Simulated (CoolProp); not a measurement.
Values from CoolProp's reference Helmholtz-energy equation of state, Aleksandrov 2011. It is a short technical equation, of lower accuracy than the large ones.

**Question.** Give the vapour pressure (MPa), enthalpy of vaporisation (kJ/kg), surface tension (mN/m) of saturated n-undecane at 521.4, 538.6, 544.4 K.

**Answer.** 
```csv
T (K),p (MPa),enthalpy of vaporisation (kJ/kg),surface tension (mN/m)
521.4,0.315,229,5.94
538.6,0.432,215,4.82
544.4,0.478,210,4.46
```

Surface tension comes from a separate correlation (Mulero 2014).
